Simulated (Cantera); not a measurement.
Feed: 1 mol CH3SiCl3, 1.2 mol C2H4, 1400 mol H2, held at 1477 °C and 0.430 bar.

Cantera equilibrium calculation (NASA polynomials, part measured and part estimated; ideal gas, pure solids and liquids). Candidate condensed phases: C, C6H6, C7H8, C8H18, Si, SiC; 109 gas species. The feed counts by its element totals alone. Rates play no part.

Base state: H2 0.997, HCl 0.00213, CH4 0.000390, H 0.000354, C2H2 (acetylene) 0.000115 (mole fractions); condensed: C(graphite) + SiC(s).

Q: What changes in the equilibrium state with this change: pressure from 0.430 bar to 1.00 bar?

A: 
```
species             before     after
----------------  --------  --------
H2                   0.997     0.997
HCl                0.00213   0.00214
CH4               0.000390  0.000907
H                 0.000354  0.000232
C2H2 (acetylene)  0.000115  0.000115
C(graphite), mol      1.52     0.789
SiC(s), mol          0.999     0.999
```
